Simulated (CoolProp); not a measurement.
The fluid at 298.15 K and 0.0073 MPa expands adiabatically to 0.000579 MPa with isentropic efficiency 0.9. The same conditions are run with several fluids, on thermodynamics alone (safety and materials aside).

Values from CoolProp's reference Helmholtz-energy equation of state of each fluid (tetrahydrofuran: Fiedler 2023; R11: Jacobsen 1992; R152A: Outcalt 1996; R236EA: Rui 2013).

Question: Rank tetrahydrofuran, R11, R152A, R236EA by work (kJ/kg), highest first.

Answer: R152A (72.6), tetrahydrofuran (68.0), R11 (35.9), R236EA (34.2)

```csv
fluid,final temperature (K),final phase,final density (kg/m³)
tetrahydrofuran,235.8,"two-phase, vapour fraction 0.979",0.0218
R11,231.8,gas,0.0413
R152A,220.0,gas,0.0209
R236EA,256.0,gas,0.0414
```
